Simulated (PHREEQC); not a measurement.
Make-up at 20 °C: 94 mmol/kgw NaH2PO4, 140 mmol/kgw H2SO4 and 4.2 mmol/kgw NiSO4. Closed to the air; pH follows from the charge balance.

Equilibrium calculation in PHREEQC: ion-association model, wateq4f.dat.

Problem. The ionic strength comes out as 0.233 mol/kgw. What activity coefficients do Ni(SO4)2-2, NaSO4-, Ni+2, HSO4-, H+ get?

Solution. Ni(SO4)2-2 0.30, NaSO4- 0.74, Ni+2 0.30, HSO4- 0.72, H+ 0.79.

This is a speciation only: nothing precipitates in the calculation. H3PO4, which wateq4f.dat lacks, is added to it with the constant of phreeqc.dat. The database has no phosphate complexes of Ni.
